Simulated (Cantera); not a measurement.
A Cantera script and what it prints.

```python
import numpy as np
import cantera as ct

gas_names = """
    CL CL2 H HCL H2 Si SiCL SiCL2 SiCL3 SiCL4 SiH SiHCL3 SiH2 SiH2CL2 SiH3 SiH3CL SiH4 Si2 Si3
""".split()
cond_names = """
    Si(cr) Si(L)
""".split()


def load(file, names, dense=False):
    # The tables refer to 1 bar. Condensed volumes are neglected.
    table = {s.name: s for s in ct.Species.list_from_file(file)}
    out = []
    for n in names:
        d = dict(table[n].input_data)
        d["thermo"] = dict(d["thermo"], **{"reference-pressure": 1e5})
        if dense:
            d["equation-of-state"] = {"model": "constant-volume", "density": "1e6 g/cm^3"}
        out.append(ct.Species.from_dict(d))
    return out


gas = ct.Solution(thermo="ideal-gas", species=load("nasa_gas.yaml", gas_names))
cond = {s.name: ct.Solution(thermo="fixed-stoichiometry", species=[s], name=s.name)
        for s in load("nasa_condensed.yaml", cond_names, dense=True)}
atoms = {
    'Si': {'Si': 1},
    'Cl2': {'CL': 2},
    'H2': {'H': 2},
    'HCl': {'H': 1, 'CL': 1},
}
top_T = {}  # K; cautious upper limits of use, not melting points


def equilibrate(T, P, feed):
    n = {}
    for name, mol in feed.items():
        for a, k in atoms[name].items():
            n[a] = n.get(a, 0.0) + k * mol
    gas.TPX = T, P, n
    mass = sum(n.values()) * gas.mean_molecular_weight
    gas.equilibrate("TP")
    valid = [c for c in cond.values() if c.min_temp <= T <= top_T.get(c.name, c.max_temp)]
    mix = ct.Mixture([(gas, mass / gas.mean_molecular_weight)] + [(c, 0.0) for c in valid])
    mix.T, mix.P = T, P
    mix.equilibrate("TP", solver="vcs", rtol=1e-11, max_steps=5000)
    return mix


results = []
feed = {'Si': 1, 'Cl2': 0.56, 'H2': 1.5, 'HCl': 1.1}  # mol
T = 975  # K
for P in [10000, 20000, 42000, 85000, 170000, 350000, 720000, 1500000, 3000000]:
    mix = equilibrate(T, P, feed)
    results.append((T, P, feed, dict(zip(mix.species_names, mix.species_moles))))

top = {s: max(r[3][s] / sum(r[3][g] for g in gas_names) for r in results) for s in gas_names}
cols = sorted((s for s in top if top[s] > 0.0001), key=lambda s: -top[s])[:6]
seen = [c for c in cond_names if any(r[3].get(c, 0) > 1e-12 for r in results)]
print("log10 of partial pressures in bar; condensed amounts in mol")
print(f"{'P/Pa':>10s}" + "".join(f"{s[:9]:>10s}" for s in cols + seen))
for T, P, feed, n in results:
    ng = sum(n[g] for g in gas_names)
    print(f"{P:10.4g}" + "".join(f"{np.log10(max(n[s] / ng * P / 1e5, 1e-99)):10.3f}" for s in cols)
          + "".join(f"{n.get(c, 0):10.4g}" for c in seen))
```

Output:

```
log10 of partial pressures in bar; condensed amounts in mol
      P/Pa        H2     SiCL4    SiHCL3       HCL   SiH2CL2     SiCL3    Si(cr)
     1e+04    -1.119    -1.757    -2.359    -2.761    -3.940    -3.702    0.4243
     2e+04    -0.818    -1.467    -1.990    -2.538    -3.494    -3.484    0.4176
   4.2e+04    -0.497    -1.158    -1.598    -2.300    -3.018    -3.252    0.4098
   8.5e+04    -0.192    -0.868    -1.228    -2.075    -2.568    -3.035    0.4016
   1.7e+05     0.108    -0.587    -0.867    -1.855    -2.128    -2.824    0.3928
   3.5e+05     0.419    -0.297    -0.494    -1.626    -1.671    -2.607    0.3825
   7.2e+05     0.730    -0.012    -0.125    -1.400    -1.218    -2.393    0.3712
   1.5e+06     1.046     0.272     0.246    -1.171    -0.760    -2.179    0.3584
     3e+06     1.343     0.536     0.593    -0.956    -0.331    -1.982    0.3449
```

Method: chemical equilibrium by Gibbs-energy minimisation in Cantera with the NASA 1993 tables (ideal gas, pure condensed phases). The tables' values for SiCl3 are old estimates; treat these amounts as uncertain.
